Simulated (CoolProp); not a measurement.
Properties of C2F6 (R116) along the isobar 79.8 bar.

Values from CoolProp's reference Helmholtz-energy equation of state, Lemmon 2006. It is a short technical equation, of lower accuracy than the large ones.

```csv
T (K),phase,speed of sound (m/s),viscosity (µPa s)
218.2,liquid,520.8,336
235.4,liquid,458.6,261
252.7,liquid,397.2,205
269.9,liquid,337.2,160
287.1,liquid,278.5,124
304.4,supercritical,222.6,94.2
321.6,supercritical,175.2,69.6
338.8,supercritical,145.1,51.5
356.1,supercritical,135.4,40.7
373.3,supercritical,137.3,35.3
390.5,supercritical,142.9,32.7
407.8,supercritical,149.4,31.4
425,supercritical,155.8,30.7
```

Viscosity comes from a separate model (Huber 2003), an estimate that may be off by 10 % or more.
